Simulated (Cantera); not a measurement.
A perfectly stirred reactor is fed with H₂ : O₂ : N₂ = 1 : 0.769 : 5.77 (molar parts), equivalence ratio 0.65, at 0.355 atm; it is adiabatic with a 425 K inlet, and is followed from long to short residence time, starting on the burning branch (τ in s: 0.25, 0.092, 0.034, 0.012, 0.0044, 0.0016, 0.00059, 0.00021, 7.8e-05).

Detailed kinetics in Cantera: GRI-Mech 3.0 (53 species, 325 reactions).

Q: Predict: blow-out, bracketed by the residence times tried; x(H₂) at τ = 0.250 s; x(O₂) at τ = 0.250 s; x(NO) at τ = 0.250 s; x(OH) at τ = 0.250 s; x(N₂O) at τ = 0.250 s; x(H₂) at τ = 4.40 ms; x(O₂) at τ = 4.40 ms; x(NO) at τ = 4.40 ms; x(OH) at τ = 4.40 ms; x(N₂O) at τ = 4.40 ms.

A: 
```
Item                                                                            Result
------------------------------------------------  ------------------------------------
blow-out, bracketed by the residence times tried  burning at 0.590 ms, out at 0.210 ms
x(H₂) at τ = 0.250 s                                                          0.000391
x(O₂) at τ = 0.250 s                                                            0.0381
x(NO) at τ = 0.250 s                                                           2.15e-6
x(OH) at τ = 0.250 s                                                          0.000816
x(N₂O) at τ = 0.250 s                                                          2.22e-7
x(H₂) at τ = 4.40 ms                                                           0.00464
x(O₂) at τ = 4.40 ms                                                            0.0395
x(NO) at τ = 4.40 ms                                                           5.34e-6
x(OH) at τ = 4.40 ms                                                           0.00229
x(N₂O) at τ = 4.40 ms                                                          7.04e-8
```
